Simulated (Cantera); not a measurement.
A closed system holds: 1 mol MgO, 0.67 mol F2, a varied amount of H2, at 1373.15 K and 1.33 mbar.

Equilibrium computed with Cantera from the NASA thermochemical tables; the gas is ideal and each condensed phase is pure. Candidate condensed phases: H2O, Mg, MgF2, MgO, Mg(OH)2; 31 gas species. The numbers say what is thermodynamically allowed, not how fast it happens.

Question: At 44 mol H2, list the 4 most abundant gas species with their mole fractions, and the condensed phases.

Answer: H2 0.970, HF 0.0291, H2O 0.000473, MgF2 0.000420. Condensed: MgO(s).
